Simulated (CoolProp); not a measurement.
Vapour-liquid equilibrium of R113 (1) + n-heptane (2) at 18.35 °C; x and y are mole fractions of (1).

Model: multi-fluid Helmholtz-energy mixture model, Marx 1992 and Span 2003; pair parameters Bell 2016, in CoolProp.

Q: Give the bubble pressure and the first vapour's composition at x = 0.2, 0.575, 0.65. Is there an azeotrope?

A: x = 0.2: 12.30 kPa, y = 0.713; x = 0.575: 23.64 kPa, y = 0.910; x = 0.65: 25.51 kPa, y = 0.928. No azeotrope shows between x = 0.05 and 0.95.

The pair parameters rest on a limited set of measurements; away from them the model extrapolates.
